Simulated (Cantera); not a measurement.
A freely propagating, adiabatic, planar premixed flame of 10.2 % CH₄, 2.87 % CO, 18.2 % O₂, 68.7 % N₂, unburnt at 675 K and 100000 Pa; multicomponent+Soret transport, grid criteria slope 0.08 and curve 0.16, no radiation.

Cantera simulation using GRI-Mech 3.0 (53 species, 325 reactions); the numbers are that mechanism's predictions, not measurements. Burning velocities carry a grid error of a few per cent, more on coarse grids.

Question: Predict: laminar burning velocity; thermal thickness; peak x(OH); peak x(HCN).

Answer: laminar burning velocity: 166 cm/s
thermal thickness: 0.305 mm
peak x(OH): 0.00971
peak x(HCN): 1.14e-5
